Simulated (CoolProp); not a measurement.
Ethanol at 507.78 K and 1.34 MPa is throttled through a valve to 0.417 MPa with no heat exchange. Each further row changes one setting.

Model: reference Helmholtz-energy equation of state, Schroeder 2014, in CoolProp.

| case | temperature change (K) | final density (kg/m³) |
|---|---|---|
| as stated | -10.5 | 4.76 |
| outlet pressure 0.125 MPa | -14.1 | 1.41 |
| outlet pressure 0.542 MPa | -9.1 | 6.21 |
